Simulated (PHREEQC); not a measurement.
Make-up at 20 °C and 10 atm: 0.11 mol MgCl2 and 0.023 mol NaHCO3 per kg of water. Closed to the air; pH follows from the charge balance.

Computed with PHREEQC (ion-association model, phreeqc.dat).

No solid was allowed to form.

**Question.** Order these C species by the share of C that they hold, largest first: MgHCO3+, CO2, NaHCO3, HCO3-, MgCO3.

**Answer.** HCO3- (68 %), MgHCO3+ (26 %), CO2 (2.6 %), MgCO3 (2.2 %), NaHCO3 (0.44 %)

**Question.** Order these Mg species by the share of Mg that they hold, largest first: Mg+2, MgCO3, MgHCO3+.

**Answer.** Mg+2 (94 %), MgHCO3+ (5.5 %), MgCO3 (0.47 %)

The pH is 7.62 and the ionic strength 0.339 mol/kgw.
